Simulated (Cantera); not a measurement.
Feed: 1 mol (CH3)2SiCl2, 1.2 mol C2H4, a varied amount of H2, equilibrated at 2100 °C and 25.0 mbar.

Method: chemical equilibrium by Gibbs-energy minimisation in Cantera with the NASA 1993 tables (ideal gas, pure condensed phases). Candidate condensed phases: C, C6H6, C7H8, C8H18, Si, SiC; 109 gas species. The feed counts by its element totals alone. Equilibrium is a limit: real reactors are often held back by kinetics, nucleation or transport.

Q: At 760 mol H2, list the 4 most abundant gas species with their mole fractions, and the condensed phases.

A: H2 0.909, H 0.0843, C2H2 (acetylene) 0.00263, HCl 0.00234. Condensed: gas only.
